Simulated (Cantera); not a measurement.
# CaO + NF₃ + HF (oxide etching and cleaning by halides)

A closed system holds: 1 mol CaO, 0.57 mol NF₃, 1 mol HF, equilibrated at 10.0 Torr.

These are equilibrium values from Cantera (NASA tables, ideal gas, pure condensed phases), not measurements of a reactor. Candidate condensed phases: Ca, CaF₂, CaO, Ca(OH)₂, H₂O; 47 gas species. Equilibrium is a limit: real reactors are often held back by kinetics, nucleation or transport.

From 775 °C to 1375 °C the condensed part is CaF₂(s).

```json
[
 {"T (°C)": "775", "x HF": "0.453", "x O₂": "0.273", "x N₂": "0.182", "x H₂O": "0.0925", "n CaF₂(s)": "1.00"},
 {"T (°C)": "825", "x HF": "0.453", "x O₂": "0.273", "x N₂": "0.182", "x H₂O": "0.0925", "n CaF₂(s)": "1.00"},
 {"T (°C)": "875", "x HF": "0.453", "x O₂": "0.273", "x N₂": "0.182", "x H₂O": "0.0925", "n CaF₂(s)": "1.00"},
 {"T (°C)": "925", "x HF": "0.453", "x O₂": "0.273", "x N₂": "0.182", "x H₂O": "0.0925", "n CaF₂(s)": "1.00"},
 {"T (°C)": "975", "x HF": "0.453", "x O₂": "0.273", "x N₂": "0.182", "x H₂O": "0.0925", "n CaF₂(s)": "1.00"},
 {"T (°C)": "1025", "x HF": "0.453", "x O₂": "0.273", "x N₂": "0.182", "x H₂O": "0.0925", "n CaF₂(s)": "1.000"},
 {"T (°C)": "1075", "x HF": "0.453", "x O₂": "0.273", "x N₂": "0.182", "x H₂O": "0.0925", "n CaF₂(s)": "1.000"},
 {"T (°C)": "1125", "x HF": "0.453", "x O₂": "0.272", "x N₂": "0.182", "x H₂O": "0.0925", "n CaF₂(s)": "1.000"},
 {"T (°C)": "1175", "x HF": "0.453", "x O₂": "0.272", "x N₂": "0.182", "x H₂O": "0.0924", "n CaF₂(s)": "1.000"},
 {"T (°C)": "1225", "x HF": "0.453", "x O₂": "0.272", "x N₂": "0.181", "x H₂O": "0.0924", "n CaF₂(s)": "1.000"},
 {"T (°C)": "1275", "x HF": "0.453", "x O₂": "0.272", "x N₂": "0.181", "x H₂O": "0.0923", "n CaF₂(s)": "0.999"},
 {"T (°C)": "1325", "x HF": "0.452", "x O₂": "0.272", "x N₂": "0.181", "x H₂O": "0.0921", "n CaF₂(s)": "0.998"},
 {"T (°C)": "1375", "x HF": "0.452", "x O₂": "0.271", "x N₂": "0.181", "x H₂O": "0.0918", "n CaF₂(s)": "0.996"}
]
```
x: gas mole fraction; n: condensed amount in mol.
